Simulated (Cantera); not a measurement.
# Premixed flame

A freely propagating, adiabatic, planar premixed flame of 12.8 % CH4, 18.3 % O2, 68.8 % N2, equivalence ratio 1.4, unburnt at 623 K and 40000 Pa; unity-Lewis-number transport, grid criteria slope 0.08 and curve 0.16, no radiation.

Detailed kinetics in Cantera: GRI-Mech 3.0 (53 species, 325 reactions). Unity Lewis numbers drop preferential diffusion, which matters most where H2 and H carry the flame. Burning velocities carry a grid error of a few per cent, more on coarse grids.

```tsv
z (mm)	T (K)	u (m/s)	x CH4	x O2	x H	x NO	x CO	x H2
-3.73	624	0.673	0.128	0.183	<1e-8	2.37e-8	4.15e-5	3.43e-5
-2.49	631	0.681	0.128	0.182	<1e-8	2.36e-7	0.000412	0.000340
-1.86	656	0.709	0.125	0.180	<1e-8	1.01e-6	0.00175	0.00145
-1.24	777	0.845	0.114	0.166	2.08e-7	4.97e-6	0.00840	0.00694
-0.621	1216	1.35	0.0709	0.113	2.97e-5	2.11e-5	0.0340	0.0281
-0.311	1589	1.81	0.0334	0.0649	0.000570	3.63e-5	0.0568	0.0466
0	1925	2.24	0.00549	0.0215	0.00514	5.79e-5	0.0765	0.0587
0.311	2051	2.40	0.000271	0.00480	0.0115	8.84e-5	0.0796	0.0574
0.621	2075	2.43	1.07e-5	0.00163	0.0135	0.000113	0.0770	0.0570
1.24	2090	2.45	5.85e-8	0.000916	0.0131	0.000133	0.0749	0.0582
2.49	2110	2.47	<1e-8	0.000679	0.0113	0.000143	0.0747	0.0587
4.97	2134	2.49	<1e-8	0.000436	0.00884	0.000147	0.0750	0.0588
9.94	2160	2.51	<1e-8	0.000230	0.00626	0.000150	0.0754	0.0590
```
x: mole fraction of selected species; z is measured from the peak of heat release.

```yaml
laminar_burning_velocity: 67.3 cm/s
thermal_thickness: 1.24 mm
peak x(H): 0.0136
peak x(CO): 0.0799
peak x(H2): 0.0594
grid_points: 143
```
